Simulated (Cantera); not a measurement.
A Cantera script and what it prints.

```python
import numpy as np
import cantera as ct

gas_names = """
    CL CL2 H HCL H2 N NH NH2 NH3 N2 N2H2 N2H4 Si SiCL SiCL2 SiCL3 SiCL4 SiH SiHCL3 SiH2 SiH2CL2 SiH3
    SiH3CL SiH4 SiN Si2 Si2N Si3
""".split()
cond_names = """
    NH4CL(a) NH4CL(b) Si(cr) Si(L) Si3N4(a)
""".split()


# ... load() reads the species with a 1 bar reference pressure and builds the phases ...
atoms = {
    'SiH2Cl2': {'Si': 1, 'H': 2, 'CL': 2},
    'Cl2': {'CL': 2},
    'N2': {'N': 2},
}
top_T = {'Si3N4(a)': 2400}  # K; cautious upper limits of use, not melting points


# ... equilibrate(T, P, feed) seeds the gas with the atoms and calls Mixture.equilibrate('TP', solver="vcs", rtol=1e-11, max_steps=5000) ...
results = []
feed = {'SiH2Cl2': 1, 'Cl2': 0.0035, 'N2': 26}  # mol
P = 1000  # Pa
for T in [850, 950, 1050, 1150, 1250, 1350, 1450, 1550, 1650]:
    mix = equilibrate(T, P, feed)
    results.append((T, P, feed, dict(zip(mix.species_names, mix.species_moles))))

top = {s: max(r[3][s] / sum(r[3][g] for g in gas_names) for r in results) for s in gas_names}
cols = sorted((s for s in top if top[s] > 0.001), key=lambda s: -top[s])[:5]
seen = [c for c in cond_names if any(r[3].get(c, 0) > 1e-12 for r in results)]
print("log10 of partial pressures in bar; condensed amounts in mol")
print(f"{'T/K':>10s}" + "".join(f"{s[:9]:>10s}" for s in cols + seen))
for T, P, feed, n in results:
    ng = sum(n[g] for g in gas_names)
    print(f"{T:10.4g}" + "".join(f"{np.log10(max(n[s] / ng * P / 1e5, 1e-99)):10.3f}" for s in cols)
          + "".join(f"{n.get(c, 0):10.4g}" for c in seen))
```

It prints:

```
log10 of partial pressures in bar; condensed amounts in mol
       T/K        N2       HCL        H2     SiCL2     SiCL4  Si3N4(a)
       850    -2.030    -3.305    -3.926   -10.741    -4.222    0.2788
       950    -2.031    -3.284    -3.972    -8.933    -4.269    0.2842
      1050    -2.031    -3.270    -4.010    -7.476    -4.308    0.2882
      1150    -2.031    -3.260    -4.040    -6.281    -4.349    0.2906
      1250    -2.031    -3.255    -4.055    -5.300    -4.418    0.2891
      1350    -2.032    -3.266    -4.026    -4.537    -4.617    0.2738
      1450    -2.032    -3.316    -3.913    -4.054    -5.129    0.2332
      1550    -2.032    -3.420    -3.766    -3.803    -5.909    0.1794
      1650    -2.033    -3.559    -3.654    -3.665    -6.754    0.1291
```

Method: chemical equilibrium by Gibbs-energy minimisation in Cantera with the NASA 1993 tables (ideal gas, pure condensed phases). N2 is the only nitrogen source here; it is nearly inert below about 1500 K, so the nitride shown seldom forms there in practice. The tables' values for SiCl3, SiCl are old estimates; treat these amounts as uncertain.
